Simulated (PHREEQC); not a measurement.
Solution (25 °C): 0.13 mol/kgw H2SO4, 0.00011 mol/kgw K2SO4 and 0.0014 mol/kgw CuSO4. Closed to the air; pH follows from the charge balance.

Computed with PHREEQC (ion-association model, wateq4f.dat).

Each row changes one thing in this solution. No solid was allowed to form.

```json
[
 {"case": "as made", "pH": "0.92", "ionic strength (mol/kgw)": "0.176", "HSO4- (mol/kgw)": "0.109", "SO4-2 (mol/kgw)": "0.0222"},
 {"case": "diluted 2-fold with water", "pH": "1.18", "ionic strength (mol/kgw)": "0.0978", "HSO4- (mol/kgw)": "0.0496", "SO4-2 (mol/kgw)": "0.0159"},
 {"case": "diluted 5-fold with water", "pH": "1.52", "ionic strength (mol/kgw)": "0.0459", "HSO4- (mol/kgw)": "0.0165", "SO4-2 (mol/kgw)": "0.00973"},
 {"case": "CuSO4 from 0.0014 to 0.00028 mol/kgw", "pH": "0.91", "ionic strength (mol/kgw)": "0.174", "HSO4- (mol/kgw)": "0.108", "SO4-2 (mol/kgw)": "0.0220"},
 {"case": "CuSO4 left out", "pH": "0.91", "ionic strength (mol/kgw)": "0.174", "HSO4- (mol/kgw)": "0.108", "SO4-2 (mol/kgw)": "0.0219"},
 {"case": "K2SO4 left out", "pH": "0.92", "ionic strength (mol/kgw)": "0.176", "HSO4- (mol/kgw)": "0.109", "SO4-2 (mol/kgw)": "0.0222"},
 {"case": "H2SO4 from 0.13 to 0.65 mol/kgw", "pH": "0.28", "ionic strength (mol/kgw)": "0.740", "HSO4- (mol/kgw)": "0.607", "SO4-2 (mol/kgw)": "0.0439"}
]
```

The ionic strength passes 0.7 mol/kgw, the rough limit of the ion-association models, in H2SO4 from 0.13 to 0.65 mol/kgw.
